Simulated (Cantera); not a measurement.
Input: 1 mol Hg, 0.02 mol O₂, 0.87 mol H₂, equilibrated at 1198 K and 1700 Pa.

Method: chemical equilibrium by Gibbs-energy minimisation in Cantera with the NASA 1993 tables (ideal gas, pure condensed phases). Candidate condensed phases: H₂O, Hg, HgO; 10 gas species. Rates play no part.

Problem. What is the equilibrium state?

Solution. 
```json
{
 "x(Hg)": "0.535",
 "x(H₂)": "0.444",
 "x(H₂O)": "0.0214",
 "gas_amount": "1.870 mol",
 "log10 activity of Hg(l) (absent)": "-4.31"
}
```
